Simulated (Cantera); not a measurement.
Cantera run:

```python
import numpy as np
import cantera as ct

gas_names = """
    VO2 H2 H2O
""".split()
cond_names = """
    V(cr) V(L)
""".split()


# ... load() reads the species with a 1 bar reference pressure and builds the phases ...
species = {s.name: s for s in load("nasa_gas.yaml", gas_names) + load("nasa_condensed.yaml", cond_names)}
# Each term lists the table entries of one substance; the one whose range holds T is used.
reactions = {
    'VO2(g) + 2 H2(g) = 2 H2O(g) + V':
        [(-1, ['VO2']), (-2, ['H2']), (2, ['H2O']), (1, ['V(cr)', 'V(L)'])],
}


def pick(names, T):
    return next(species[n] for n in names if species[n].thermo.min_temp <= T <= species[n].thermo.max_temp)


results = []
for label, terms in reactions.items():
    print(label)
    print("     T/K   dH/kJ  dS/(J/K)   dG/kJ   log10 K")
    for T in [300, 1523, 1573, 1623, 1673, 1723, 1773, 1823, 1873, 1923, 1973]:
        used = [(nu, pick(names, T)) for nu, names in terms]
        dH = sum(nu * s.thermo.h(T) for nu, s in used) / 1e6
        dS = sum(nu * s.thermo.s(T) for nu, s in used) / 1e3
        dG = dH - T * dS / 1e3
        logK = -dG * 1e6 / (ct.gas_constant * T * np.log(10))
        results.append((label, T, dH, dS, dG, logK, [s.name for _, s in used]))
        print(f"{T:8g} {dH:8.1f} {dS:8.1f} {dG:8.1f} {logK:8.2f}")
```

Result:

```
VO2(g) + 2 H2(g) = 2 H2O(g) + V
     T/K   dH/kJ  dS/(J/K)   dG/kJ   log10 K
     300   -251.0   -120.1   -215.0    37.43
    1523   -256.0   -130.8    -56.8     1.95
    1573   -255.6   -130.5    -50.3     1.67
    1623   -255.1   -130.2    -43.8     1.41
    1673   -254.5   -129.9    -37.2     1.16
    1723   -254.0   -129.5    -30.8     0.93
    1773   -253.3   -129.2    -24.3     0.72
    1823   -252.6   -128.8    -17.8     0.51
    1873   -251.9   -128.4    -11.4     0.32
    1923   -251.0   -127.9     -5.0     0.14
    1973   -250.2   -127.5      1.4    -0.04
```

Source: NASA polynomial tables (part measured, part estimated), evaluated in Cantera. Condensed species are held in their standard states even where they would react or evaporate.
